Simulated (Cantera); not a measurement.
A closed system holds: 1 mol TEOS, 4 mol H2O, 160 mol N2, 4.7 mol CO2, equilibrated at 675 °C and 0.870 bar.

These are equilibrium values from Cantera (NASA tables, ideal gas, pure condensed phases), not measurements of a reactor. Candidate condensed phases: C, C6H6, C7H8, C8H18, H2O, Si, SiC, SiO2, Si2N2O, Si3N4; 151 gas species. The feed counts by its element totals alone. Rates play no part.

Base state: N2 0.858, H2 0.0684, CO 0.0586, CO2 0.00904, H2O 0.00584, CH4 0.000403, NH3 1.20e-5 (mole fractions); condensed: SiO2(β-quartz).

### Question
What changes in the equilibrium state with this change: temperature from 675 °C to 500 °C?

### Answer
| species | before | after |
|---|---|---|
| N2 | 0.858 | 0.889 |
| H2 | 0.0684 | 0.0475 |
| CO2 | 0.00904 | 0.0263 |
| CO | 0.0586 | 0.0111 |
| H2O | 0.00584 | 0.0219 |
| CH4 | 0.000403 | 0.00416 |
| NH3 | 1.20e-5 | 3.36e-5 |
| SiO2(β-quartz), mol | 1.00 | 0 |
| C(graphite), mol | 0 | 5.22 |
| SiO2(α-quartz), mol | 0 | 1.00 |
